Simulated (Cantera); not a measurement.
Feed: 1 mol BN, 8.8 mol H2O, 2.6 mol H2.

Cantera equilibrium calculation (NASA polynomials, part measured and part estimated; ideal gas, pure solids and liquids). Candidate condensed phases: B, BN, B2O3, B3O3H3, H2O; 39 gas species. Gases not in the tables: H3BO3. The numbers say what is thermodynamically allowed, not how fast it happens.

Stable condensed phases, one row left out:

```
T in K \ P in Pa
              1    6.8     46    320   2200  15000 100000
   1800       A      A      A      A      A      A      A
   1700       A      A      A      A      A      A      A
   1600       A      A      A      A      A      A      B
   1500       A      A      A      A      A      B      B
   1300       A      A      A      B      B      B      B
   1200       A      B      B      B      B      B      B
   1100       B      B      B      B      B      B      B
   1000       B      B      B      B      B      B      B
    900       B      B      B      B      B      B      B
```

A: gas only; B: B2O3.

Give the row for 1400 K.

1: gas only; 6.8: gas only; 46: gas only; 320: gas only; 2200: B2O3; 15000: B2O3; 100000: B2O3.
